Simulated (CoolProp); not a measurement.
Saturation properties of n-perfluorohexane (Tc = 174.9 °C, pc = 1742 kPa, ω = 0.497).

The numbers come from the reference Helmholtz-energy equation of state, Gao 2022 in CoolProp.

```tsv
T (°C)	p (kPa)	liquid density (kg/m³)	vapour density (kg/m³)	enthalpy of vaporisation (kJ/kg)	liquid cp (kJ/(kg K))
39.05	52.55	[?]	7.116	89.45	[?]
48.55	[?]	1605	9.986	86.88	1.084
58.05	104.5	1575	13.71	84.21	1.100
67.45	141.9	1545	18.41	81.46	1.115
76.95	189.4	1512	24.41	78.55	1.132
86.35	247.5	1479	31.83	75.50	[?]
95.85	319.2	[?]	41.17	72.23	1.168
105.25	404.8	1404	52.64	68.75	1.189
114.75	507.9	1362	67.09	64.93	1.213
124.15	628.6	1317	85.03	60.77	1.242
133.65	771.8	1265	108.2	56.06	1.281
143.05	937.4	1205	138.2	50.67	1.336
152.55	1133	1132	180.2	44.10	1.431
```

Problem. Some entries are withheld; supply them.

Solution. 
- 39.05, liquid density (kg/m³): 1634
- 39.05, liquid cp (kJ/(kg K)): 1.069
- 48.55, p (kPa): 75.06
- 86.35, liquid cp (kJ/(kg K)): 1.149
- 95.85, liquid density (kg/m³): 1443

It boils at 57.1 °C under 1 atm.
